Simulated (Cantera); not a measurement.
What does this Cantera script print?

```python
import numpy as np
import cantera as ct

gas_names = """
    H HNO HNO2 HNO3 HO2 H2 H2O H2O2 H2S H2SO4 N NH NH2 NH3 NH2OH NO NO2 NO3 N2 N2H2 N2H4 N2O O OH O2 O3
    S SH SN SO SO2 SO3 S2 S2O S8
""".split()
cond_names = """
    H2O(s) H2O(L) H2SO4(L) S(cr1) S(cr2) S(L)
""".split()


# ... load() reads the species with a 1 bar reference pressure and builds the phases ...
atoms = {
    'NH3': {'N': 1, 'H': 3},
    'SO2': {'S': 1, 'O': 2},
}
top_T = {}  # K; cautious upper limits of use, not melting points


# ... equilibrate(T, P, feed) seeds the gas with the atoms and calls Mixture.equilibrate('TP', solver="vcs", rtol=1e-11, max_steps=5000) ...
results = []
feed = {'NH3': 1, 'SO2': 0.062}  # mol
T = 700  # K
P = 6200000  # Pa
mix = equilibrate(T, P, feed)
results.append((T, P, feed, dict(zip(mix.species_names, mix.species_moles))))
print(gas.report(threshold=1e-05))
for i in range(1, mix.n_phases):
    print(f"{mix.phase(i).name:16s} {mix.phase_moles(i):12.5e} mol")
```

Output:

```
       temperature   700 K
          pressure   6.2e+06 Pa
           density   12.469 kg/m^3
  mean mol. weight   11.705 kg/kmol
   phase of matter   gas

                          1 kg             1 kmol
                     ---------------   ---------------
          enthalpy       -8.5689e+05        -1.003e+07  J
   internal energy       -1.3541e+06        -1.585e+07  J
           entropy             13700        1.6035e+05  J/K
    Gibbs function       -1.0447e+07       -1.2228e+08  J
 heat capacity c_p            2801.1             32787  J/K
 heat capacity c_v            2090.7             24472  J/K

                      mass frac. Y      mole frac. X     chem. pot. / RT
                     ---------------   ---------------   ---------------
                H2          0.096513           0.56036            -13.15
               H2O           0.10636          0.069107           -63.964
               H2S           0.10059          0.034554           -28.714
               NH3           0.16679           0.11463           -30.432
                N2           0.52974           0.22134           -21.413
     [  +30 minor]          2.32e-11        7.8973e-12

H2SO4(L)          0.00000e+00 mol
S(L)              0.00000e+00 mol
```

Cantera equilibrium calculation (NASA polynomials, part measured and part estimated; ideal gas, pure solids and liquids). The ideal-gas law is rough above about 30 bar.
